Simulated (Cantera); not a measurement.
# Hydrocarbon pyrolysis for carbon deposition

A perfectly stirred reactor is fed with 13.7 % CH4, 86.3 % H2, at 1330 Pa; it is held at 1800 K, and followed from long to short residence time.

Cantera simulation using GRI-Mech 3.0 (53 species, 325 reactions); the numbers are that mechanism's predictions, not measurements. GRI-Mech 3.0 stops at C3 and has no aromatics, soot or wall deposition, so with more carbon than oxygen in the feed, carbon stays in small species such as C2H2 where larger ones or solid carbon would form. Radical loss at walls, strong at low pressure, is not modelled.

```json
[
 {"τ (s)": "1.4", "x CH4": "0.0190", "x H2": "0.927", "x C2H6": "1.59e-6", "x H": "0.00211", "x C2H": "1.02e-6", "x CH3": "0.000869"},
 {"τ (s)": "0.56", "x CH4": "0.0315", "x H2": "0.920", "x C2H6": "3.83e-6", "x H": "0.00189", "x C2H": "8.17e-7", "x CH3": "0.00130"},
 {"τ (s)": "0.22", "x CH4": "0.0505", "x H2": "0.909", "x C2H6": "8.51e-6", "x H": "0.00167", "x C2H": "5.92e-7", "x CH3": "0.00186"},
 {"τ (s)": "0.085", "x CH4": "0.0759", "x H2": "0.894", "x C2H6": "1.63e-5", "x H": "0.00146", "x C2H": "3.59e-7", "x CH3": "0.00248"},
 {"τ (s)": "0.033", "x CH4": "0.103", "x H2": "0.879", "x C2H6": "2.36e-5", "x H": "0.00122", "x C2H": "1.53e-7", "x CH3": "0.00286"},
 {"τ (s)": "0.013", "x CH4": "0.125", "x H2": "0.868", "x C2H6": "2.07e-5", "x H": "0.000865", "x C2H": "2.89e-8", "x CH3": "0.00248"},
 {"τ (s)": "0.0050", "x CH4": "0.135", "x H2": "0.863", "x C2H6": "6.60e-6", "x H": "0.000404", "x C2H": "8.22e-10", "x CH3": "0.00126"}
]
```
x: mole fraction; the columns are a selection and need not sum to one.
